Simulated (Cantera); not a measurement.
A perfectly stirred reactor is fed with H2 : O2 : N2 = 1.1 : 1 : 6.5 (molar parts), at 413 Torr; it is held at 1375 K, and followed from long to short residence time.

Model: the H2/O2 subset of GRI-Mech 3.0, which has no nitrogen chemistry, integrated in Cantera. The temperature is held fixed by assumption; the heat of reaction is taken as removed at once.

One state of this run: x H2 = 0.00148; x O2 = 0.0559; x H2O = 0.134; x HO2 = 1.29e-5; x H2O2 = 1.00e-6; x OH = 0.00135; x H = 0.000520. x: mole fraction; the columns are a selection and need not sum to one.

Task: Which value of τ (s) does it belong to?
A) 0.52
B) 0.010
C) 0.0027
D) 1.0

Result: B, 0.010
